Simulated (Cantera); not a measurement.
An adiabatic, constant-pressure homogeneous reactor starts with CH₃OH : O₂ : N₂ = 1 : 1.61 : 6.06 (molar parts), equivalence ratio 0.93, at 1125 K and 1.50 bar.

Cantera simulation using GRI-Mech 3.0 (53 species, 325 reactions); the numbers are that mechanism's predictions, not measurements. GRI-Mech 3.0 was tuned for natural gas; its chemistry of methanol as a main component is partial and can be far from experiment.

Problem. Predict: time of steepest temperature rise; temperature at 0.200 s; equilibrium temperature; x(O₂) at 0.200 s; x(H₂O) at 0.200 s; x(NO₂) at 0.200 s.

Solution. 
```
Quantity                                                             Value
---------------------------------  ---------------------------------------
time of steepest temperature rise                                  25.7 ms
temperature at 0.200 s                                              2572 K
equilibrium temperature                                             2572 K
x(O₂) at 0.200 s                     0.0211 (gas-phase equilibrium 0.0211)
x(H₂O) at 0.200 s                      0.196 (gas-phase equilibrium 0.196)
x(NO₂) at 0.200 s                  2.39e-6 (gas-phase equilibrium 2.39e-6)
```
